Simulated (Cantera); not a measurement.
Input (Python, Cantera) and output of one run.

```python
import numpy as np
import cantera as ct

gas_names = """
    C CH CH2 CH3 CH2OH CH3O CH4 CH3OH CN CO CO2 COOH C2 C2H CHCO,ketyl C2H2,acetylene C2H2,vinylidene
    CH2CO,ketene C2H3,vinyl CH3CN CH3CO,acetyl C2H4 C2H4O,ethylen CH3CHO,ethanal CH3COOH (HCOOH)2 C2H5
    C2H6 CH3OCH3 C2H5OH CCN CNC C2N2 C2O C3 C3H3,propargyl C3H4,allene C3H4,propyne C3H4,cyclo-
    C3H5,allyl C3H6,propylene C3H6,cyclo- C3H6O C3H7,n-propyl C3H7,i-propyl C3H8 C3H8O,1propanol
    C3H8O,2propanol C3O2 C4 C4H2 C4H4,1,3-cyclo- C4H6,butadiene C4H6,2-butyne C4H6,cyclo- C4H8,1-butene
    C4H8,cis2-buten C4H8,tr2-butene C4H8,isobutene C4H8,cyclo- (CH3COOH)2 C4H9,n-butyl C4H9,i-butyl
    C4H9,s-butyl C4H9,t-butyl C4H10,isobutane C4H10,n-butane C4N2 C5 C5H6,1,3cyclo- C5H8,cyclo-
    C5H10,1-pentene C5H10,cyclo- C5H11,pentyl C5H11,t-pentyl C5H12,n-pentane C5H12,i-pentane
    CH3C(CH3)2CH3 C6H2 C6H5,phenyl C6H5O,phenoxy C6H6 C6H5OH,phenol C6H10,cyclo- C6H12,1-hexene
    C6H12,cyclo- C6H13,n-hexyl C7H7,benzyl C7H8 C7H8O,cresol C7H14,1-heptene C7H15,n-heptyl
    C7H16,n-heptane C8H8,styrene C8H10,ethylbenz C8H16,1-octene C8H17,n-octyl C8H18,isooctane
    C8H18,n-octane C9H19,n-nonyl C10H8,naphthale C10H21,n-decyl C12H9,o-bipheny C12H10,bipheny H HCN HCO
    HCCN HNC HNCO HNO HNO2 HNO3 HO2 H2 HCHO,formaldehy HCOOH H2O H2O2 N NCO NH NH2 NH3 NH2OH NO NO2 NO3
    N2 N2H2 N2H4 N2O O OH O2 O3 Si SiC SiC2 SiC4H12 SiH SiH2 SiH3 SiH4 SiN SiO SiO2 Si2 Si2C Si2N Si3
""".split()
cond_names = """
    C(gr) C6H6(L) C7H8(L) C8H18(L),n-octa H2O(s) H2O(L) Si(cr) Si(L) SiC(b) SiO2(Lqz) SiO2(hqz) SiO2(L)
    Si2N2O(s) Si3N4(a)
""".split()


def load(file, names, dense=False):
    # The tables refer to 1 bar. Condensed volumes are neglected.
    table = {s.name: s for s in ct.Species.list_from_file(file)}
    out = []
    for n in names:
        d = dict(table[n].input_data)
        d["thermo"] = dict(d["thermo"], **{"reference-pressure": 1e5})
        if dense:
            d["equation-of-state"] = {"model": "constant-volume", "density": "1e6 g/cm^3"}
        out.append(ct.Species.from_dict(d))
    return out


gas = ct.Solution(thermo="ideal-gas", species=load("nasa_gas.yaml", gas_names))
cond = {s.name: ct.Solution(thermo="fixed-stoichiometry", species=[s], name=s.name)
        for s in load("nasa_condensed.yaml", cond_names, dense=True)}
atoms = {
    'SiC': {'Si': 1, 'C': 1},
    'H2O': {'H': 2, 'O': 1},
    'N2': {'N': 2},
    'O2': {'O': 2},
}
top_T = {'C(gr)': 4500, 'SiC(b)': 3050, 'Si2N2O(s)': 2100, 'Si3N4(a)': 2400}  # K; cautious upper limits of use, not melting points


def equilibrate(T, P, feed):
    n = {}
    for name, mol in feed.items():
        for a, k in atoms[name].items():
            n[a] = n.get(a, 0.0) + k * mol
    gas.TPX = T, P, n
    mass = sum(n.values()) * gas.mean_molecular_weight
    gas.equilibrate("TP")
    valid = [c for c in cond.values() if c.min_temp <= T <= top_T.get(c.name, c.max_temp)]
    mix = ct.Mixture([(gas, mass / gas.mean_molecular_weight)] + [(c, 0.0) for c in valid])
    mix.T, mix.P = T, P
    mix.equilibrate("TP", solver="vcs", rtol=1e-11, max_steps=5000)
    return mix


results = []
T = 1050  # K
P = 133.322  # Pa
for m in [4.4, 7.2, 12, 19, 31, 51, 84]:
    feed = {'SiC': 1, 'H2O': 0.078, 'N2': m, 'O2': 0.31}  # mol
    mix = equilibrate(T, P, feed)
    results.append((T, P, feed, dict(zip(mix.species_names, mix.species_moles))))
    x = sorted(zip(gas.X, gas.species_names), reverse=True)
    print(f"T = {T:g} K  P = {P:g} Pa  n(N2) = {m:g} mol  gas = {mix.phase_moles(0):.4g} mol")
    print("   x: " + "  ".join(f"{s} {v:.3e}" for v, s in x if v > 0.0001))
    print("   condensed (mol): " + ("  ".join(f"{mix.phase(i).name} {mix.phase_moles(i):.4g}"
          for i in range(1, mix.n_phases) if mix.phase_moles(i) > 1e-12) or "none"))
```

Output:

```
T = 1050 K  P = 133.322 Pa  n(N2) = 4.4 mol  gas = 4.176 mol
   x: N2 9.339e-01  CO 4.741e-02  H2 1.868e-02
   condensed (mol): C(gr) 0.802  Si2N2O(s) 0.5
T = 1050 K  P = 133.322 Pa  n(N2) = 7.2 mol  gas = 6.976 mol
   x: N2 9.604e-01  CO 2.838e-02  H2 1.118e-02
   condensed (mol): C(gr) 0.802  Si2N2O(s) 0.5
T = 1050 K  P = 133.322 Pa  n(N2) = 12 mol  gas = 11.78 mol
   x: N2 9.766e-01  CO 1.681e-02  H2 6.623e-03
   condensed (mol): C(gr) 0.802  Si2N2O(s) 0.5
T = 1050 K  P = 133.322 Pa  n(N2) = 19 mol  gas = 18.78 mol
   x: N2 9.853e-01  CO 1.055e-02  H2 4.154e-03
   condensed (mol): C(gr) 0.802  Si2N2O(s) 0.5
T = 1050 K  P = 133.322 Pa  n(N2) = 31 mol  gas = 30.78 mol
   x: N2 9.910e-01  CO 6.434e-03  H2 2.534e-03
   condensed (mol): C(gr) 0.802  Si2N2O(s) 0.5
T = 1050 K  P = 133.322 Pa  n(N2) = 51 mol  gas = 50.78 mol
   x: N2 9.946e-01  CO 3.899e-03  H2 1.536e-03
   condensed (mol): C(gr) 0.802  Si2N2O(s) 0.5
T = 1050 K  P = 133.322 Pa  n(N2) = 84 mol  gas = 83.78 mol
   x: N2 9.967e-01  CO 2.363e-03  H2 9.309e-04
   condensed (mol): C(gr) 0.802  Si2N2O(s) 0.5
```

Method: chemical equilibrium by Gibbs-energy minimisation in Cantera with the NASA 1993 tables (ideal gas, pure condensed phases). N2 is the only nitrogen source here; it is nearly inert below about 1500 K, so the nitride shown seldom forms there in practice.
